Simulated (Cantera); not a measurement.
# FeS + H₂ + N₂ (hydrogen reduction and annealing atmospheres)

Feed: 1 mol FeS, 95 mol H₂, 4.1 mol N₂, held at 900 °C and 75.0 Torr.

These are equilibrium values from Cantera (NASA tables, ideal gas, pure condensed phases), not measurements of a reactor. Candidate condensed phases: Fe, FeS, FeS₂, S; 16 gas species. Mutual solubility and eutectic melting of coexisting phases are not modelled. FeS: taken at fixed stoichiometry. Rates play no part.

x(H₂): 0.955
x(N₂): 0.0414
x(H₂S): 0.00345
x(NH₃): 4.13e-6
x(SH): 1.25e-6
n(Fe(α)): 0.342 mol
n(FeS(s)): 0.658 mol
gas amount: 99.10 mol
log10 activity of S(l) (absent): -4.63
